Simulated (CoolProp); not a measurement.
Vapour-liquid equilibrium of n-decane (1) + n-dodecane (2) at 361.8 K; x and y are mole fractions of (1).

Values from CoolProp's multi-fluid Helmholtz-energy mixture model, Lemmon 2006 and Lemmon 2004; pair parameters Bell 2016.

Question: Give the bubble pressure and the first vapour's composition at x = 0.05, 0.15, 0.35. Is there an azeotrope?

Answer: x = 0.05: 1.393 kPa, y = 0.210; x = 0.15: 1.875 kPa, y = 0.475; x = 0.35: 2.864 kPa, y = 0.738. No azeotrope shows between x = 0.05 and 0.95.

The pair parameters rest on a limited set of measurements; away from them the model extrapolates. The gap from Raoult's law changes sign with composition, which may be real or a fault of the pair parameters; it wasn't checked against measurements.
